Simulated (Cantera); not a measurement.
# Gas-phase reforming

An isothermal, constant-pressure homogeneous reactor starts with 26.3 % CH4, 42.1 % CO2, 31.6 % H2, at 1598 K and 255 Torr.

Cantera simulation using GRI-Mech 3.0 (53 species, 325 reactions); the numbers are that mechanism's predictions, not measurements.

```
t (s)        x CH4   x CO2   x H2      x H     x OH    x C2H6   x CH2O
--------  --------  ------  -----  -------  -------  --------  -------
0.000400     0.263   0.421  0.316  1.30e-5  8.75e-8   1.80e-5  4.27e-7
0.00112      0.262   0.420  0.315  2.27e-5  1.55e-7  0.000115  2.90e-6
0.00312      0.260   0.417  0.314  2.87e-5  2.04e-7  0.000227  5.33e-6
0.00871      0.253   0.407  0.312  2.94e-5  2.36e-7  0.000232  5.44e-6
0.0243       0.234   0.379  0.309  2.99e-5  3.12e-7  0.000210  5.11e-6
0.0679       0.191   0.312  0.298  3.11e-5  5.12e-7  0.000161  4.33e-6
0.190        0.116   0.192  0.277  3.42e-5  9.56e-7   8.17e-5  2.92e-6
0.530       0.0467  0.0918  0.279  4.32e-5  1.45e-6   1.98e-5  1.31e-6
1.48        0.0234  0.0676  0.324  5.27e-5  1.34e-6   5.29e-6  5.40e-7
4.13        0.0167  0.0512  0.377  5.66e-5  9.57e-7   2.29e-6  2.34e-7
11.5       0.01000  0.0362  0.427  5.98e-5  6.42e-7   7.34e-7  9.58e-8
32.2       0.00430  0.0272  0.459  6.19e-5  4.70e-7   1.30e-7  4.79e-8
90.0      0.000887  0.0242  0.470  6.27e-5  4.18e-7   5.39e-9  3.26e-8
```
x: mole fraction; the columns are a selection and need not sum to one.

Equilibrium at this temperature and pressure: CH4 9.25e-8, CO2 0.0239, H2 0.472, H 6.32e-5, OH 4.14e-7, C2H6 <1e-12, CH2O 2.93e-8 (gas phase only).
